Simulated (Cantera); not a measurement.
Input (Python, Cantera):

```python
import numpy as np
import cantera as ct

surf = ct.Interface("ptcombust.yaml", "Pt_surf")
gas = surf.adjacent["gas"]
gas.TPX = 548, 101325, {'H2': 0.018, 'O2': 0.083, 'N2': 0.79}
surf.TP = 548, 101325
reactor = ct.FlowReactor(gas, clone=False)
reactor.area = 0.0001  # m2
reactor.surface_area_to_volume_ratio = 1300  # 1/m
reactor.mass_flow_rate = 0.53 * reactor.area * gas.density  # inlet velocity 0.53 m/s
reactor.energy_enabled = False
wall = ct.ReactorSurface(surf, reactor, clone=False)
net = ct.ReactorNet([reactor])
net.rtol, net.atol = 1e-8, 1e-16
show, cover = ['H2', 'O2', 'H2O'], ['PT(S)', 'H(S)', 'O(S)', 'OH(S)', 'CO(S)', 'C(S)']

rows = []
print(f"{'z/m':>9s}{'u/(m/s)':>9s}" + "".join(f"{s:>13s}" for s in show + cover))
for z in [4.1e-05, 8.7e-05, 0.00019, 0.00041, 0.00087, 0.0019, 0.0041]:
    net.advance(z)
    rows.append([reactor.speed, *gas[show].X, *surf[cover].coverages])
    print(f"{z:9.4g}{rows[-1][0]:9.3g}" + "".join(f"{x:13.4e}" for x in rows[-1][1:]))
```

Output:

```
      z/m  u/(m/s)           H2           O2          H2O        PT(S)         H(S)         O(S)        OH(S)        CO(S)         C(S)
  4.1e-05    0.527   1.0192e-02   8.8569e-02   1.0112e-02   1.7868e-01   1.3705e-07   7.8855e-01   3.2585e-02   1.3627e-25  -2.1169e-29
  8.7e-05    0.526   6.4629e-03   8.6861e-02   1.3879e-02   1.1553e-01   5.2707e-08   8.5502e-01   2.9298e-02  -5.7803e-26  -3.4669e-30
  0.00019    0.526   3.5188e-03   8.5512e-02   1.6853e-02   6.3897e-02   1.5273e-08   9.1229e-01   2.3713e-02  -4.5901e-24  -4.4140e-28
  0.00041    0.525   1.7709e-03   8.4711e-02   1.8619e-02   3.2462e-02   3.8924e-09   9.4972e-01   1.7760e-02  -7.2920e-26   4.4004e-30
  0.00087    0.525   8.6517e-04   8.4297e-02   1.9534e-02   1.5938e-02   9.5949e-10   9.7126e-01   1.2773e-02  -1.6865e-26  -1.5122e-30
   0.0019    0.525   4.0237e-04   8.4085e-02   2.0002e-02   7.4346e-03   2.2051e-10   9.8371e-01   8.8454e-03   6.5498e-27   3.2533e-31
   0.0041    0.525   1.8747e-04   8.3986e-02   2.0219e-02   3.4760e-03   5.2396e-11   9.9043e-01   6.0897e-03   7.8733e-26   7.5019e-30
```

Computed with Cantera and Deutschmann's 1995 Pt surface mechanism with GRI-Mech 3.0 gas chemistry. Catalytic surfaces can have several steady states; this one follows from the mechanism file's or the stated starting coverage. Mass transfer to the wall is taken as infinitely fast.
